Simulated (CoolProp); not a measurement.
Values from CoolProp's reference Helmholtz-energy equation of state, Eisenbach 2021.

Q: For propylene glycol, give the phase and the cp (kJ/(kg K)), cv (kJ/(kg K)), fugacity coefficient at 349.5 K and 998 kPa; 333.2 K and 78.2 kPa; 292.9 K and 22.6 kPa.

A: 
- 349.5 K and 998 kPa: liquid; cp 2.78, cv 2.41, fugacity coefficient 0.000808
- 333.2 K and 78.2 kPa: liquid; cp 2.69, cv 2.34, fugacity coefficient 0.00351
- 292.9 K and 22.6 kPa: liquid; cp 2.46, cv 2.14, fugacity coefficient 0.000485
